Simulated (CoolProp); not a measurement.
Methanol at several states: Z from the reference equation and from simpler models built on Tc = 240.2 °C, pc = 8.216 MPa, ω = 0.565; each cubic takes its own stable root.

Values from CoolProp's reference Helmholtz-energy equation of state, de Reuck 1993.

```
T (°C)  p (MPa)   phase  reference
------  -------  ------  ---------
78.35      19.2  liquid     0.2781
120.25     0.86  liquid    0.01226
204.95    0.338     gas     0.9820
32.15     0.612  liquid   0.009902
```

### Question
How far does each simpler model (Redlich-Kwong, Soave-Redlich-Kwong, Peng-Robinson) lie from the reference over these 4 states: mean and median of the absolute difference, and the worst?

### Answer
- Redlich-Kwong: mean 1869.9 %, median 39.4 %, worst +7400.8 % at 120.25 °C and 0.86 MPa
- Soave-Redlich-Kwong: mean 23.4 %, median 30.7 %, worst +32.4 % at 120.25 °C and 0.86 MPa
- Peng-Robinson: mean 12.3 %, median 16.1 %, worst +16.9 % at 120.25 °C and 0.86 MPa

At some of these states Redlich-Kwong gives the other phase, because its saturation line lies elsewhere.
